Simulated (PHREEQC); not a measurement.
0.024 g of hydrous ferric oxide (600 m²/g; 0.2 weak and 0.005 strong sites per Fe, Dzombak-Morel constants, diffuse double layer) in 1 kg of water with 0.001 mol/kgw of an inert sodium salt and 5.8e-06 mol NiCl2, at 25 °C; the pH is set by adding NaOH or the inert anion's acid. Oxygen is held at 0.21 atm. No CO2 enters from the air. Precipitation was switched off in this run.

Computed with PHREEQC (ion-association model, wateq4f.dat).

Task: Predict Ni sorbed (%) at pH = 5, 6.5, 7, 8.

Result: 
```
pH   Ni sorbed (%)
---  -------------
5              0.0
6.5           10.3
7             25.6
8             87.6
```

Complexes and solids missing from the database can't appear. The oxide is taken as insoluble; below pH 4 it would dissolve.
